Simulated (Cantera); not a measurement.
What does this Cantera script print?

```python
import numpy as np
import cantera as ct

gas = ct.Solution("gri30.yaml")
gas.TP = 300, 53000
flame = ct.CounterflowDiffusionFlame(gas, width=0.02)
flame.fuel_inlet.X, flame.fuel_inlet.T = {'CH4': 1}, 325
flame.oxidizer_inlet.X, flame.oxidizer_inlet.T = {'O2': 0.23, 'N2': 0.77}, 598
flame.set_refine_criteria(ratio=3, slope=0.12, curve=0.24, prune=0.03)
show = ['OH', 'H', 'NO', 'CO', 'C2H2']

rows = []
print(f"{'mdot':>8s}{'a_max':>10s}{'a_mean':>10s}{'Tmax/K':>9s}" + "".join(f"{s:>11s}" for s in show) + "   (peak mole fractions)")
for i, mdot in enumerate([0.13, 0.2, 0.31, 0.46, 0.71, 1.1, 1.6]):  # kg/m2/s on the oxidiser side
    flame.oxidizer_inlet.mdot, flame.fuel_inlet.mdot = mdot, 0.85 * mdot
    flame.solve(loglevel=0, auto=(i == 0))
    if flame.T.max() < max(325, 598) + 100:
        print(f"{mdot:8.3g}  no burning solution found from the previous one")
        break
    dT = np.abs(np.gradient(flame.T, flame.grid))
    rows.append([flame.strain_rate("max"), flame.strain_rate("mean"), flame.T.max(),
                 *(flame.X[gas.species_index(s)].max() for s in show), max(dT[0], dT[-1]) / dT.max()])
    print(f"{mdot:8.3g}{rows[-1][0]:10.1f}{rows[-1][1]:10.1f}{rows[-1][2]:9.1f}" + "".join(f"{x:11.3e}" for x in rows[-1][3:-1]))
```

Output:

```
    mdot     a_max    a_mean   Tmax/K         OH          H         NO         CO       C2H2   (peak mole fractions)
    0.13     199.2      38.6   2165.5  1.128e-02  7.207e-03  3.236e-04  7.084e-02  1.643e-02
     0.2     290.0      59.4   2146.0  1.101e-02  7.520e-03  2.856e-04  6.916e-02  1.552e-02
    0.31     429.7      92.1   2131.1  1.084e-02  7.892e-03  2.472e-04  6.821e-02  1.479e-02
    0.46     613.8     136.7   2111.7  1.050e-02  8.103e-03  2.063e-04  6.739e-02  1.381e-02
    0.71     910.3     211.0   2085.0  9.949e-03  8.180e-03  1.573e-04  6.678e-02  1.243e-02
     1.1    1359.6     326.9   2050.6  9.157e-03  8.001e-03  1.070e-04  6.660e-02  1.051e-02
     1.6    1918.8     475.5   2008.8  8.137e-03  7.448e-03  6.547e-05  6.678e-02  8.252e-03
```

Detailed kinetics in Cantera: GRI-Mech 3.0 (53 species, 325 reactions). GRI-Mech 3.0 has no aromatics or soot, which form on the fuel side of real flames. The maximum strain rate includes the flame's own expansion and is several times the mean.
